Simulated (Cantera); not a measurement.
Feed: 1 mol SiO₂, 5 mol CH₄, 7.3 mol N₂, at 2302 °C and 0.0133 bar.

These are equilibrium values from Cantera (NASA tables, ideal gas, pure condensed phases), not measurements of a reactor. Candidate condensed phases: C, C₆H₆, C₇H₈, C₈H₁₈, H₂O, Si, SiC, SiO₂, Si₂N₂O, Si₃N₄; 151 gas species. The tables' values for SiN are old estimates; treat these amounts as uncertain. Gases not in the tables: Si₂H₆ and higher silanes. Rates play no part.

Base state: H₂ 0.341, N₂ 0.312, H 0.175, CO 0.0896, Si 0.0316, HCN 0.0277, SiC₂ 0.0101, C₂H₂ (acetylene) 0.00502 (mole fractions); condensed: C(graphite).

What changes in the equilibrium state with this change: temperature from 2302 °C to 2025 °C?


```csv
species,before,after
H₂,0.341,0.458
N₂,0.312,0.354
CO,0.0896,0.0978
H,0.175,0.0562
SiC₂,0.0101,0.00135
Si,0.0316,0.00982
HCN,0.0277,0.0165
C₂,1.08e-5,1.08e-7
C₃,0.000116,1.21e-6
C,3.40e-5,6.09e-7
"C(graphite), mol",1.58,1.82
"SiC(s), mol",0,0.700
```
